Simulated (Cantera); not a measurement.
# Equilibrium for silicon nitride deposition: SiHCl₃ + N₂ + H₂

Input: 1 mol SiHCl₃, 3.8 mol N₂, 0.61 mol H₂, held at 927 °C and 3.30 mbar.

These are equilibrium values from Cantera (NASA tables, ideal gas, pure condensed phases), not measurements of a reactor. Candidate condensed phases: NH₄Cl, Si, Si₃N₄; 28 gas species. N₂ is the only nitrogen source here; it is nearly inert below about 1500 K, so the nitride shown seldom forms there in practice. The tables' values for SiCl₃ are old estimates; treat these amounts as uncertain. Equilibrium is a limit: real reactors are often held back by kinetics, nucleation or transport.

```
Property                              Value
--------------------------------  ---------
x(N₂)                                 0.599
x(HCl)                                0.278
x(SiCl₄)                             0.0595
x(H₂)                                0.0575
x(SiCl₃)                            0.00358
x(SiCl₂)                            0.00188
x(SiHCl₃)                          0.000334
x(Cl)                               3.46e-6
n(Si₃N₄(s))                       0.211 mol
gas amount                        5.641 mol
log10 activity of Si(s) (absent)      -3.23
```
